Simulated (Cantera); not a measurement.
A Cantera script and its output.

```python
import numpy as np
import cantera as ct

gas = ct.Solution("gri30.yaml")
gas.TPX = 1025, 1000000, {'CH4': 1, 'O2': 1.54, 'N2': 5.78}
reactor = ct.IdealGasReactor(gas, energy="on", clone=False)
net = ct.ReactorNet([reactor])
net.rtol, net.atol = 1e-08, 1e-16
show = ['CH4', 'O2', 'HO2', 'C2H6', 'C2H4']
times = np.geomspace(4e-06, 0.4, 10)

steps = ct.SolutionArray(gas, extra=["t"])
rows = []
print(f"{'t/s':>10s}{'T/K':>9s}{'P/Pa':>11s}" + "".join(f"{s:>11s}" for s in show))
for t in times:
    while net.time < t:
        t_next = net.step()
        steps.append(gas.state, t=t_next)
    rows.append([np.interp(t, steps.t, y) for y in (steps.T, steps.P, *steps(*show).X.T)])
    print(f"{t:10.3e}{rows[-1][0]:9.1f}{rows[-1][1]:11.4g}" + "".join(f"{x:11.3e}" for x in rows[-1][2:]))
rate = np.gradient(steps.T, steps.t)
print("integrator steps:", len(steps.t))
if steps.T.max() > steps.T[0] + 200:
    print(f"time of steepest temperature rise: {steps.t[rate.argmax()]:.4e} s")
gas.TPX = 1025, 1000000, {'CH4': 1, 'O2': 1.54, 'N2': 5.78}
gas.equilibrate("UV")
print(f"equilibrium (UV): T = {gas.T:.1f} K  " + "  ".join(f"{s} {gas[s].X[0]:.3e}" for s in show))
```

It prints:

```
       t/s      T/K       P/Pa        CH4         O2        HO2       C2H6       C2H4
 4.000e-06   1025.0      1e+06  1.202e-01  1.851e-01  8.336e-10  1.260e-15  6.436e-18
 1.438e-05   1025.0      1e+06  1.202e-01  1.851e-01  2.981e-09  6.042e-14  3.706e-16
 5.166e-05   1025.0      1e+06  1.202e-01  1.851e-01  1.052e-08  2.882e-12  1.863e-14
 1.857e-04   1025.0      1e+06  1.202e-01  1.851e-01  3.546e-08  1.537e-10  1.009e-12
 6.672e-04   1025.0      1e+06  1.202e-01  1.851e-01  1.024e-07  1.111e-08  7.342e-11
 2.398e-03   1025.0      1e+06  1.202e-01  1.851e-01  1.955e-07  5.606e-07  3.884e-09
 8.618e-03   1025.2      1e+06  1.202e-01  1.851e-01  3.447e-07  5.211e-06  4.664e-08
 3.097e-02   1027.2  1.002e+06  1.199e-01  1.849e-01  1.432e-06  5.048e-05  1.116e-06
 1.113e-01   2919.8   3.03e+06  1.645e-11  7.920e-04  1.749e-06  3.657e-22  9.546e-18
 4.000e-01   2919.8   3.03e+06  1.645e-11  7.920e-04  1.749e-06  3.657e-22  9.546e-18
integrator steps: 2561
time of steepest temperature rise: 5.8939e-02 s
equilibrium (UV): T = 2919.8 K  CH4 1.890e-11  O2 7.920e-04  HO2 1.749e-06  C2H6 4.596e-22  C2H4 1.028e-17
```

Cantera simulation using GRI-Mech 3.0 (53 species, 325 reactions); the numbers are that mechanism's predictions, not measurements.
